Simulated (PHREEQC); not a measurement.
Solution (45 °C): 0.0067 mol/kgw CuCl2, 0.17 mol/kgw HCl and 0.0012 mol/kgw FeCl3. It is in equilibrium with CO2 at log p = -3.4 (atm). Otherwise closed; pH follows from the charge balance.

Equilibrium calculation in PHREEQC: ion-association model, wateq4f.dat.

This is a speciation only: nothing precipitates in the calculation.

Task: What pH does the model give?

Result: pH 0.87.

Task: In which forms is Fe present?

Result: FeCl+2 68 %, Fe+3 22 %, FeCl2+ 8.6 %, FeOH+2 1.4 % of the Fe.

Saturation is exceeded, for instance for Hematite (slow to form); the values hold only as long as no solid forms. Constants without temperature data keep their 25 °C values here.
